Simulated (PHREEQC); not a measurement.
Make-up at 25 °C: 0.15 mol HBF4, 0.0034 mol NH4Br, 0.012 mol H3AsO4 and 0.066 mol Na2HAsO4 per kg of water. Closed to the air; pH follows from the charge balance.

All values are PHREEQC results (ion-association model, wateq4f.dat), not measurements.

No solid was allowed to form.

**Question.** Estimate the pH.

**Answer.** pH 1.58.

**Question.** In which forms is B present?

**Answer.** BF4- 96 %, BF3OH- 2.7 %, H3BO3 1.5 % of the B.

Real BF4- forms and hydrolyses slowly; the run takes it at equilibrium.
